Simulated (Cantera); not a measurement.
An isothermal plug-flow reactor at 650 K and 0.200 bar (inlet), inlet velocity 0.8 m/s, active area per volume 440 1/m; feed H2 : O2 : N2 : H2O = 0.01 : 0.11 : 0.79 : 0.022 (molar parts), equivalence ratio 0.045.

Model: Deutschmann's 1995 Pt surface mechanism with GRI-Mech 3.0 gas chemistry, integrated in Cantera. Catalytic surfaces can have several steady states; this one follows from the mechanism file's or the stated starting coverage. Mass transfer to the wall is taken as infinitely fast.

x: gas mole fraction; θ: surface coverage.

```json
[
 {"z (m)": "0.00017", "x H2": "0.00739", "x O2": "0.117", "x H2O": "0.0270", "θ free Pt": "0.109", "θ O*": "0.884", "θ OH*": "0.00679"},
 {"z (m)": "0.00037", "x H2": "___", "x O2": "0.116", "x H2O": "0.0290", "θ free Pt": "___", "θ O*": "0.914", "θ OH*": "___"},
 {"z (m)": "0.0008", "x H2": "___", "x O2": "0.115", "x H2O": "0.0311", "θ free Pt": "___", "θ O*": "0.944", "θ OH*": "___"},
 {"z (m)": "0.0017", "x H2": "0.00189", "x O2": "0.114", "x H2O": "0.0326", "θ free Pt": "0.0293", "θ O*": "0.967", "θ OH*": "0.00388"},
 {"z (m)": "0.0037", "x H2": "0.000929", "x O2": "0.114", "x H2O": "0.0336", "θ free Pt": "0.0158", "θ O*": "0.981", "θ OH*": "0.00289"},
 {"z (m)": "0.008", "x H2": "0.000395", "x O2": "0.113", "x H2O": "0.0341", "θ free Pt": "0.00927", "θ O*": "0.988", "θ OH*": "0.00223"},
 {"z (m)": "0.017", "x H2": "0.000124", "x O2": "0.113", "x H2O": "0.0344", "θ free Pt": "0.00664", "θ O*": "0.991", "θ OH*": "0.00190"}
]
```

Question: Complete the blanks.

Answer: 
- 0.00037, x H2: 0.00539
- 0.00037, θ free Pt: 0.0803
- 0.00037, θ OH*: 0.00603
- 0.0008, x H2: 0.00339
- 0.0008, θ free Pt: 0.0512
- 0.0008, θ OH*: 0.00499
